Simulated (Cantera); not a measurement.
Cantera run, input and output.

```python
import numpy as np
import cantera as ct

gas = ct.Solution("h2o2.yaml")
gas.TPX = 575, 220000, {'H2': 1, 'O2': 0.417, 'N2': 1.62}
flame = ct.FreeFlame(gas, width=0.023)
flame.set_refine_criteria(ratio=3, slope=0.08, curve=0.16)
flame.transport_model = "mixture-averaged"
flame.solve(loglevel=0, auto=True)
flame.transport_model = "multicomponent"
flame.soret_enabled = True
flame.solve(loglevel=0, refine_grid=True)
z, T = flame.grid, flame.T
thick = (T[-1] - T[0]) / np.gradient(T, z).max()
show = ['H2', 'O2', 'H', 'HO2', 'OH', 'H2O2']
print(f"laminar burning velocity  {flame.velocity[0] * 100:.3f} cm/s")
print(f"burnt temperature         {T[-1]:.1f} K")
print(f"thermal thickness         {thick * 1e3:.4f} mm")
print(f"grid points               {len(z)}")
z0 = z[flame.heat_release_rate.argmax()]
print(f"{'z/mm':>9s}{'T/K':>9s}{'u/(m/s)':>9s}" + "".join(f"{s:>11s}" for s in show))
rows = []
for k in (-3, -2, -1.5, -1, -0.5, -0.25, 0, 0.25, 0.5, 1, 2, 4, 8):
    zz = z0 + k * thick
    rows.append([k * thick, np.interp(zz, z, T), np.interp(zz, z, flame.velocity),
                 *(np.interp(zz, z, flame.X[gas.species_index(s)]) for s in show)])
    print(f"{rows[-1][0] * 1e3:9.3f}{rows[-1][1]:9.1f}{rows[-1][2]:9.3f}" + "".join(f"{x:11.3e}" for x in rows[-1][3:]))
```

Result:

```
laminar burning velocity  715.612 cm/s
burnt temperature         2534.1 K
thermal thickness         0.1622 mm
grid points               123
     z/mm      T/K  u/(m/s)         H2         O2          H        HO2         OH       H2O2
   -0.487    575.0    7.156  3.293e-01  1.373e-01  1.326e-16  3.444e-13  7.353e-17  1.599e-15
   -0.324    575.0    7.156  3.293e-01  1.373e-01  4.265e-14  5.312e-11  2.117e-14  2.491e-13
   -0.243    575.0    7.156  3.293e-01  1.373e-01  3.789e-12  2.455e-09  1.094e-12  1.211e-11
   -0.162    575.1    7.153  3.289e-01  1.374e-01  6.256e-09  4.727e-07  2.377e-10  2.718e-09
   -0.081    596.7    7.283  3.141e-01  1.397e-01  8.901e-05  3.322e-04  4.814e-05  7.203e-06
   -0.041    853.8   10.054  2.697e-01  1.340e-01  5.226e-03  3.783e-04  1.059e-03  3.706e-05
    0.000   1325.3   15.211  1.748e-01  9.039e-02  3.283e-02  1.570e-04  4.024e-03  9.138e-06
    0.041   1647.0   18.746  9.515e-02  3.651e-02  5.512e-02  5.747e-05  9.961e-03  3.364e-06
    0.081   1803.2   20.409  7.391e-02  1.865e-02  5.515e-02  2.692e-05  1.340e-02  2.021e-06
    0.162   1963.3   22.031  7.037e-02  1.219e-02  4.500e-02  1.534e-05  1.541e-02  1.120e-06
    0.324   2122.5   23.570  6.994e-02  8.839e-03  3.282e-02  9.532e-06  1.562e-02  6.431e-07
    0.649   2267.0   24.916  6.805e-02  5.819e-03  2.234e-02  5.517e-06  1.425e-02  4.085e-07
    1.298   2382.5   25.955  6.537e-02  3.397e-03  1.450e-02  2.952e-06  1.170e-02  2.767e-07
```

Computed with Cantera and the H2/O2 subset of GRI-Mech 3.0, which has no nitrogen chemistry. The hydrogen kinetics of GRI-Mech 3.0 are dated; newer H2 mechanisms differ, most at raised pressure. Burning velocities carry a grid error of a few per cent, more on coarse grids.
